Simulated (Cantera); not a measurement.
Thermodynamics of silicon etching in halogen gases, feed Si + HF + N₂

A closed system holds: 1 mol Si, 1.4 mol HF, a varied amount of N₂, held at 1148 K and 1.00 bar.

These are equilibrium values from Cantera (NASA tables, ideal gas, pure condensed phases), not measurements of a reactor. Candidate condensed phases: Si, Si₃N₄; 37 gas species. N₂ is the only nitrogen source here; it is nearly inert below about 1500 K, so the nitride shown seldom forms there in practice. The tables' values for SiF₃ are old estimates; treat these amounts as uncertain. Equilibrium is a limit: real reactors are often held back by kinetics, nucleation or transport.

```csv
n(N₂) (mol),x N₂,x H₂,x SiF₄,x HF,x SiHF₃,x SiF₃,x NH₃,n Si₃N₄(s)
2.8,0.693,0.204,0.102,0.000910,0.000406,3.43e-5,1.89e-5,0.217
5.1,0.816,0.122,0.0609,0.000636,0.000208,2.27e-5,9.48e-6,0.217
9.2,0.893,0.0710,0.0355,0.000430,0.000104,1.49e-5,4.41e-6,0.217
17,0.940,0.0396,0.0198,0.000280,4.96e-5,9.51e-6,1.88e-6,0.217
30,0.966,0.0228,0.0114,0.000186,2.48e-5,6.26e-6,8.31e-7,0.217
53,0.980,0.0130,0.00648,0.000122,1.23e-5,4.10e-6,3.61e-7,0.217
96,0.989,0.00720,0.00360,7.86e-5,5.85e-6,2.63e-6,1.50e-7,0.217
```
x: gas mole fraction; n: condensed amount in mol.

From 2.8 mol N₂ to 96 mol N₂ the condensed part is Si₃N₄(s). The main Si-bearing gas is SiF₄ throughout.
